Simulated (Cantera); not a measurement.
A counterflow diffusion flame at 0.500 bar, nozzles 20 mm apart: fuel side H2 = 1 (molar parts) at 350 K, oxidiser side O2 : N2 = 0.24 : 0.76 (molar parts) at 323 K, fuel mass flux 0.28 times the oxidiser's; mixture-averaged transport, no radiation.

Cantera simulation using the H2/O2 subset of GRI-Mech 3.0, which has no nitrogen chemistry; the numbers are that mechanism's predictions, not measurements. The maximum strain rate includes the flame's own expansion and is several times the mean.

x: mole fraction; the columns are a selection and need not sum to one.

| oxidiser flux (kg/m²/s) | max strain (1/s) | mean strain (1/s) | T max (K) | peak x OH | peak x H | peak x H2O | peak x HO2 |
|---|---|---|---|---|---|---|---|
| 0.3 | 732 | 149 | 2312 | 0.0248 | 0.0303 | 0.292 | 8.35e-5 |
| 0.42 | … | 209 | 2254 | 0.0244 | … | 0.289 | … |
| 0.58 | 1230 | 288 | 2196 | 0.0239 | 0.0364 | 0.287 | 0.000111 |
| 0.8 | … | 398 | 2136 | 0.0232 | … | 0.284 | … |
| 1.1 | 2160 | 547 | 2075 | 0.0224 | 0.0437 | 0.281 | 0.000142 |
| 1.5 | 2890 | 745 | 2012 | 0.0214 | 0.0473 | 0.279 | 0.000159 |
| 2.1 | 4000 | 1040 | 1939 | 0.0199 | 0.0509 | 0.277 | 0.000178 |
| 3 | 5620 | 1490 | 1869 | 0.0186 | 0.0553 | 0.273 | 0.000202 |
| 4.1 | 7720 | 2040 | 1805 | 0.0172 | 0.0591 | 0.270 | 0.000223 |

Q: What belongs in the gaps?

A: 
- 0.42, max strain (1/s): 957
- 0.42, peak x H: 0.0332
- 0.42, peak x HO2: 9.72e-5
- 0.8, max strain (1/s): 1600
- 0.8, peak x H: 0.0399
- 0.8, peak x HO2: 0.000126
